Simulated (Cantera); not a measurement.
**Thermodynamics of calcination and drying, feed K₂CO₃ + H₂O**

Input: 1 mol K₂CO₃, 0.42 mol H₂O, held at 10.0 mbar.

These are equilibrium values from Cantera (NASA tables, ideal gas, pure condensed phases), not measurements of a reactor. Candidate condensed phases: C, C₆H₆, C₇H₈, C₈H₁₈, H₂O, K, KOH, KO₂, K₂CO₃, K₂O, K₂O₂; 116 gas species. Kinetics and transport are ignored.

At 1500 K the condensed part is K₂CO₃(l). From 1550 K to 1800 K nothing is condensed. The main K-bearing gas is KOH at 1500 K and K at 1800 K.

| T (K) | log p KOH | log p K | log p CO₂ | log p O₂ | log p H₂O | log p KO | log p CO | log p OH | n K₂CO₃(l) |
|---|---|---|---|---|---|---|---|---|---|
| 1500 | -2.36 | -2.70 | -2.50 | -3.31 | -4.81 | -5.01 | -6.16 | -6.67 | 0.391 |
| 1550 | -2.59 | -2.45 | -2.52 | -3.06 | -5.45 | -4.66 | -5.98 | -6.74 | 0 |
| 1600 | -2.60 | -2.45 | -2.52 | -3.06 | -5.04 | -4.67 | -5.69 | -6.37 | 0 |
| 1650 | -2.60 | -2.45 | -2.52 | -3.05 | -4.68 | -4.69 | -5.41 | -6.02 | 0 |
| 1700 | -2.61 | -2.45 | -2.52 | -3.05 | -4.35 | -4.70 | -5.16 | -5.71 | 0 |
| 1750 | -2.63 | -2.44 | -2.52 | -3.04 | -4.06 | -4.70 | -4.92 | -5.42 | 0 |
| 1800 | -2.66 | -2.43 | -2.53 | -3.03 | -3.83 | -4.70 | -4.70 | -5.16 | 0 |
log p: log10 of the partial pressure in bar; n: condensed amount in mol.
